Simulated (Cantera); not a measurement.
Input (Python, Cantera) and output of one run.

```python
import numpy as np
import cantera as ct

gas_names = """
    O2 CO CO2
""".split()
cond_names = """
    C(gr) V(cr) V(L) V2O5(s) V2O5(L)
""".split()


def load(file, names, dense=False):
    # The tables refer to 1 bar. Condensed volumes are neglected.
    table = {s.name: s for s in ct.Species.list_from_file(file)}
    out = []
    for n in names:
        d = dict(table[n].input_data)
        d["thermo"] = dict(d["thermo"], **{"reference-pressure": 1e5})
        if dense:
            d["equation-of-state"] = {"model": "constant-volume", "density": "1e6 g/cm^3"}
        out.append(ct.Species.from_dict(d))
    return out


species = {s.name: s for s in load("nasa_gas.yaml", gas_names) + load("nasa_condensed.yaml", cond_names)}
# Each term lists the table entries of one substance; the one whose range holds T is used.
reactions = {
    '2 C + O2(g) = 2 CO(g)':
        [(-2, ['C(gr)']), (-1, ['O2']), (2, ['CO'])],
    'C + O2(g) = CO2(g)':
        [(-1, ['C(gr)']), (-1, ['O2']), (1, ['CO2'])],
    '0.8 V + O2(g) = 0.4 V2O5':
        [(-0.8, ['V(cr)', 'V(L)']), (-1, ['O2']), (0.4, ['V2O5(s)', 'V2O5(L)'])],
}


def pick(names, T):
    return next(species[n] for n in names if species[n].thermo.min_temp <= T <= species[n].thermo.max_temp)


results = []
for label, terms in reactions.items():
    print(label)
    print("     T/K   dH/kJ  dS/(J/K)   dG/kJ   log10 K")
    for T in [300, 473, 523, 573, 623, 673, 723, 773]:
        used = [(nu, pick(names, T)) for nu, names in terms]
        dH = sum(nu * s.thermo.h(T) for nu, s in used) / 1e6
        dS = sum(nu * s.thermo.s(T) for nu, s in used) / 1e3
        dG = dH - T * dS / 1e3
        logK = -dG * 1e6 / (ct.gas_constant * T * np.log(10))
        results.append((label, T, dH, dS, dG, logK, [s.name for _, s in used]))
        print(f"{T:8g} {dH:8.1f} {dS:8.1f} {dG:8.1f} {logK:8.2f}")
```

It prints:

```
2 C + O2(g) = 2 CO(g)
     T/K   dH/kJ  dS/(J/K)   dG/kJ   log10 K
     300   -221.0    178.8   -274.7    47.82
     473   -220.0    181.7   -305.9    33.78
     523   -220.0    181.6   -315.0    31.46
     573   -220.2    181.4   -324.1    29.54
     623   -220.4    181.0   -333.2    27.93
     673   -220.7    180.5   -342.2    26.56
     723   -221.1    179.9   -351.2    25.37
     773   -221.6    179.3   -360.2    24.34
C + O2(g) = CO2(g)
     T/K   dH/kJ  dS/(J/K)   dG/kJ   log10 K
     300   -393.5      2.9   -394.4    68.67
     473   -393.6      2.6   -394.9    43.60
     523   -393.7      2.5   -395.0    39.45
     573   -393.8      2.4   -395.1    36.02
     623   -393.8      2.2   -395.2    33.14
     673   -393.9      2.1   -395.3    30.68
     723   -394.0      1.9   -395.4    28.57
     773   -394.1      1.8   -395.5    26.73
0.8 V + O2(g) = 0.4 V2O5
     T/K   dH/kJ  dS/(J/K)   dG/kJ   log10 K
     300   -620.2   -176.0   -567.4    98.80
     473   -618.9   -172.5   -537.2    59.33
     523   -618.3   -171.3   -528.6    52.80
     573   -617.6   -170.2   -520.1    47.41
     623   -616.9   -169.0   -511.6    42.90
     673   -616.2   -168.0   -503.2    39.05
     723   -615.5   -167.0   -494.8    35.75
     773   -614.8   -166.0   -486.5    32.87
```

Standard-state values (1 bar) from the NASA 1993 polynomials, evaluated with Cantera. Condensed species are held in their standard states even where they would react or evaporate.
